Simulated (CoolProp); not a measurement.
The fluid at 293.15 K and 8.72 MPa is throttled through a valve to 6.09 MPa with no heat exchange. The same conditions are run with several fluids, on thermodynamics alone (safety and materials aside).

Model: reference Helmholtz-energy equation of state of each fluid (nitrous oxide: Lemmon 2006; R11: Jacobsen 1992; the fluoroketone C6F12O (FK-5-1-12): McLinden 2015; R404A: Lemmon 2003; isobutane: Bücker 2006), in CoolProp. Blends and air are pseudo-pure fits.

Question: Rank nitrous oxide, R11, the fluoroketone C6F12O (FK-5-1-12), R404A, isobutane by temperature change (K), highest first.

Answer: R11 (+1.2), isobutane (+0.9), the fluoroketone C6F12O (FK-5-1-12) (+0.8), R404A (+0.1), nitrous oxide (-1.8)

```
fluid                                final density (kg/m³)
-----------------------------------  ---------------------
nitrous oxide                                          819
R11                                                   1500
the fluoroketone C6F12O (FK-5-1-12)                   1640
R404A                                                 1110
isobutane                                              566
```
